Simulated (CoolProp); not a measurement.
Vapour-liquid equilibrium of ethane (1) + C3F8 (R218) (2) at 0.459 MPa; x and y are mole fractions of (1).

Model: multi-fluid Helmholtz-energy mixture model, Bücker 2006 and Lemmon 2006; pair parameters Bell 2016, in CoolProp.

Q: Give the bubble temperature and the first vapour's composition at x = 0.125, 0.425, 0.8. Is there an azeotrope?

A: x = 0.125: -21.5 °C, y = 0.596; x = 0.425: -45.8 °C, y = 0.886; x = 0.8: -51.9 °C, y = 0.942. No azeotrope shows between x = 0.05 and 0.95.

Pair parameters are fitted to limited data, so mixtures are less certain than the pure fluids. With so large a gap from Raoult's law the liquid may split in two, which this calculation doesn't test in full.
